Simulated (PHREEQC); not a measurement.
Buffer: speciation

Dissolve 36 mmol/kgw NH4Cl and 0.82 mmol/kgw K2HPO4 at 25 °C. Closed to the air; pH follows from the charge balance.

All values are PHREEQC results (ion-association model, phreeqc.dat), not measurements.

Each row changes one thing in this solution. No solid was allowed to form.

```csv
case,pH,ionic strength (mol/kgw),HPO4-2 (mol/kgw),H2PO4- (mol/kgw),KHPO4- (mol/kgw),PO4-3 (mol/kgw)
as made,7.24,0.0379,0.000530,0.000289,8.34e-7,1.07e-8
temperature from 25 to 5 °C,7.65,0.0381,0.000657,0.000162,1.05e-6,2.14e-8
K2HPO4 from 0.00082 to 0.0041 mol/kgw,7.64,0.0468,0.00337,0.000703,2.49e-5,1.87e-7
temperature from 25 to 40 °C,6.95,0.0377,0.000416,0.000404,6.44e-7,5.89e-9
NH4Cl left out,9.00,0.00245,0.000806,1.11e-5,2.07e-6,4.76e-7
K2HPO4 from 0.00082 to 0.000738 mol/kgw,7.21,0.0377,0.000466,0.000272,6.61e-7,8.83e-9
```

At this temperature some constants are extrapolated from 25 °C, and those without enthalpy data are left unchanged.
